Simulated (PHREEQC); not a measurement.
Solution (25 °C): 8.8 mmol/kgw KOH, 0.26 mmol/kgw NaAlO2 and 96 mmol/kgw K2CO3. Closed to the air; pH follows from the charge balance.

Computed with PHREEQC (ion-association model, phreeqc.dat).

| quantity | before | after |
|---|---|---|
| pH | 11.82 | 11.97 |
| ionic strength (mol/kgw) | 0.296 | 0.300 |
| HCO3- (mol/kgw) | 0.00114 | 0.000812 |
| CO2 (mol/kgw) | 2.62e-9 | 1.32e-9 |

Question: What was changed between the two runs?
(A) KOH from 0.0088 to 0.0132 mol/kgw
(B) NaAlO2 left out
(C) NaAlO2 from 0.00026 to 0.00052 mol/kgw
(D) K2CO3 from 0.096 to 0.48 mol/kgw
(E) K2CO3 from 0.096 to 0.96 mol/kgw

Answer: A, KOH from 0.0088 to 0.0132 mol/kgw

No solid was allowed to form.
